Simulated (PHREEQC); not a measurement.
1.9 g of hydrous ferric oxide (600 m²/g; 0.2 weak and 0.005 strong sites per Fe, Dzombak-Morel constants, diffuse double layer) in 1 kg of water with 0.01 mol/kgw of an inert sodium salt and 9.3e-05 mol CuCl2, at 25 °C; the pH is set by adding NaOH or the inert anion's acid. Oxygen alone is held at its pressure in air (log pO2 = -0.68). The system is closed to CO2. Precipitation was switched off in this run.

The series has 17 steps of pH, from 3 to 9.

Computed with PHREEQC (ion-association model, wateq4f.dat).

Question: Near which pH is half of the Cu sorbed, and on which side is more sorbed?

Answer: Near pH 4.5, with more sorbed at higher pH.

Complexes and solids missing from the database can't appear. The database's constant for dissolved Cu(OH)2 is higher than later reviews accept. The oxide is taken as insoluble; below pH 4 it would dissolve.
